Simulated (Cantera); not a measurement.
Hydrocarbon pyrolysis for carbon deposition

A perfectly stirred reactor is fed with C₂H₄ : H₂ = 1 : 1 (molar parts), at 41.3 Torr; it is held at 1425 K, and followed from long to short residence time.

Cantera simulation using GRI-Mech 3.0 (53 species, 325 reactions); the numbers are that mechanism's predictions, not measurements. GRI-Mech 3.0 was tuned for natural gas; its chemistry of ethylene as a main component is partial and can be far from experiment. GRI-Mech 3.0 stops at C3 and has no aromatics, soot or wall deposition, so with more carbon than oxygen in the feed, carbon stays in small species such as C2H2 where larger ones or solid carbon would form.

| τ (s) | x C₂H₄ | x H₂ | x CH₄ | x CH₂ | x CH₃ | x C₂H₂ | x C₂H |
|---|---|---|---|---|---|---|---|
| 0.82 | 0.0802 | 0.638 | 0.00237 | 1.50e-10 | 1.29e-6 | 0.279 | 8.13e-9 |
| 0.42 | 0.140 | 0.618 | 0.00185 | 2.20e-10 | 1.01e-6 | 0.240 | 6.44e-9 |
| 0.22 | 0.220 | 0.592 | 0.00131 | 3.10e-10 | 7.81e-7 | 0.187 | 4.68e-9 |
| 0.11 | 0.315 | 0.561 | 0.000765 | 4.02e-10 | 5.59e-7 | 0.123 | 2.84e-9 |
| 0.057 | 0.393 | 0.535 | 0.000379 | 4.41e-10 | 3.83e-7 | 0.0710 | 1.45e-9 |
| 0.029 | 0.449 | 0.517 | 0.000143 | 3.97e-10 | 2.30e-7 | 0.0341 | 5.52e-10 |
| 0.015 | 0.480 | 0.507 | 3.64e-5 | 2.58e-10 | 1.00e-7 | 0.0134 | 1.33e-10 |
| 0.0077 | 0.494 | 0.502 | 4.05e-6 | 8.69e-11 | 2.08e-8 | 0.00415 | 1.35e-11 |
| 0.0039 | 0.498 | 0.501 | 3.77e-7 | 2.74e-11 | 3.79e-9 | 0.00162 | 1.66e-12 |
| 0.0020 | 0.499 | 0.500 | 4.82e-8 | 1.20e-11 | 9.43e-10 | 0.000766 | <1e-12 |
| 0.0010 | 0.499 | 0.500 | 6.22e-9 | 5.63e-12 | 2.43e-10 | 0.000370 | <1e-12 |
x: mole fraction; the columns are a selection and need not sum to one.
